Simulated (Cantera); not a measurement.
Equilibrium for abatement and gas-phase synthesis: SF₆ + O₂

Input: 1 mol SF₆, 0.42 mol O₂, at 13300 Pa.

These are equilibrium values from Cantera (NASA tables, ideal gas, pure condensed phases), not measurements of a reactor. Candidate condensed phases: S; 25 gas species. The tables' values for SOF₂, SF₃, S₂F₂ (SSF₂), FS₂F (FSSF) are old estimates; treat these amounts as uncertain. The numbers say what is thermodynamically allowed, not how fast it happens.

From 2298 K to 2798 K nothing is condensed.

| T (K) | x F | x SF₂ | x SO | x SO₂ | x S | x SF | x SOF₂ |
|---|---|---|---|---|---|---|---|
| 2298 | 0.828 | 0.0701 | 0.0116 | 0.0563 | 0.000662 | 0.00841 | 0.0186 |
| 2348 | 0.832 | 0.0649 | 0.0169 | 0.0554 | 0.00140 | 0.0120 | 0.0124 |
| 2398 | 0.836 | 0.0564 | 0.0232 | 0.0529 | 0.00268 | 0.0159 | 0.00805 |
| 2448 | 0.841 | 0.0457 | 0.0299 | 0.0495 | 0.00464 | 0.0192 | 0.00506 |
| 2498 | 0.846 | 0.0347 | 0.0363 | 0.0457 | 0.00728 | 0.0213 | 0.00310 |
| 2548 | 0.850 | 0.0247 | 0.0421 | 0.0419 | 0.0104 | 0.0220 | 0.00186 |
| 2598 | 0.853 | 0.0168 | 0.0471 | 0.0384 | 0.0139 | 0.0214 | 0.00110 |
| 2648 | 0.855 | 0.0111 | 0.0513 | 0.0354 | 0.0176 | 0.0198 | 0.000646 |
| 2698 | 0.856 | 0.00714 | 0.0548 | 0.0326 | 0.0214 | 0.0178 | 0.000380 |
| 2748 | 0.855 | 0.00457 | 0.0576 | 0.0300 | 0.0252 | 0.0157 | 0.000225 |
| 2798 | 0.855 | 0.00291 | 0.0598 | 0.0277 | 0.0289 | 0.0137 | 0.000134 |
x: gas mole fraction; nothing condenses.
